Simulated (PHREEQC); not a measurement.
Solution (25 °C): 4 mmol/kgw HF, 6.6 mmol/kgw NH4F, 0.083 mmol/kgw (NH4)2SiF6 and 1.3 mmol/kgw H2SO4. Closed to the air; pH follows from the charge balance.

Computed with PHREEQC (ion-association model, phreeqc.dat).

* **pH**: 3.08
* **ionic strength**: 0.00885 mol/kgw
* **total alkalinity**: -6.93 meq/kg

```csv
species,molality,activity,log γ
NH4+,0.00670,0.00605,-0.045
HF,0.00552,0.00553,0.001
F-,0.00488,0.00441,-0.043
SO4-2,0.00116,0.000791,-0.167
H+,0.000910,0.000835,-0.038
HF2-,0.000103,9.36e-5,-0.043
SiF6-2,8.30e-5,5.66e-5,-0.166
HSO4-,7.08e-5,6.42e-5,-0.043
NH4SO4-,6.79e-5,6.16e-5,-0.043
```

This is a speciation only: nothing precipitates in the calculation. SiF6-2 is the database's only silicon fluoride.
